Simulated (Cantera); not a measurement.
# Abatement and gas-phase synthesis: CS2 + H2O

A closed system holds: 1 mol CS2, 5.5 mol H2O, held at 1880 Torr.

Equilibrium computed with Cantera from the NASA thermochemical tables; the gas is ideal and each condensed phase is pure. Candidate condensed phases: C, C6H6, C7H8, C8H18, H2O, H2SO4, S; 123 gas species. Gases not in the tables: S3 to S7. Rates play no part.

From 600 °C to 1250 °C nothing is condensed. The main C-bearing gas is CO2 throughout.

| T (°C) | x H2O | x H2S | x CO2 | x H2 | x S2 | x CO |
|---|---|---|---|---|---|---|
| 600 | 0.538 | 0.300 | 0.152 | 0.00562 | 0.00269 | 0.000594 |
| 650 | 0.538 | 0.296 | 0.151 | 0.00858 | 0.00426 | 0.00118 |
| 700 | 0.537 | 0.290 | 0.149 | 0.0125 | 0.00644 | 0.00215 |
| 750 | 0.537 | 0.283 | 0.147 | 0.0174 | 0.00931 | 0.00364 |
| 800 | 0.537 | 0.274 | 0.144 | 0.0234 | 0.0129 | 0.00579 |
| 850 | 0.537 | 0.263 | 0.140 | 0.0305 | 0.0173 | 0.00869 |
| 900 | 0.536 | 0.250 | 0.135 | 0.0385 | 0.0224 | 0.0124 |
| 950 | 0.536 | 0.236 | 0.130 | 0.0474 | 0.0281 | 0.0167 |
| 1000 | 0.536 | 0.221 | 0.124 | 0.0570 | 0.0342 | 0.0217 |
| 1050 | 0.536 | 0.205 | 0.117 | 0.0671 | 0.0405 | 0.0272 |
| 1100 | 0.535 | 0.189 | 0.110 | 0.0775 | 0.0468 | 0.0329 |
| 1150 | 0.534 | 0.173 | 0.103 | 0.0882 | 0.0529 | 0.0387 |
| 1200 | 0.532 | 0.157 | 0.0966 | 0.0989 | 0.0585 | 0.0444 |
| 1250 | 0.530 | 0.142 | 0.0901 | 0.110 | 0.0636 | 0.0500 |
x: gas mole fraction; nothing condenses.
